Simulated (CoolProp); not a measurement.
Vapour-liquid equilibrium of R134a (1) + R1234ze(E) (2) at 237.4 K; x and y are mole fractions of (1).

Computed with CoolProp (multi-fluid Helmholtz-energy mixture model, Tillner-Roth 1994 and Thol 2016; pair parameters Bell 2022).

Q: Give the bubble pressure and the first vapour's composition at x = 0.05, 0.55, 0.95. Is there an azeotrope?

A: x = 0.05: 0.04764 MPa, y = 0.083; x = 0.55: 0.05870 MPa, y = 0.618; x = 0.95: 0.06329 MPa, y = 0.956. No azeotrope shows between x = 0.05 and 0.95.

The pair parameters rest on a limited set of measurements; away from them the model extrapolates.
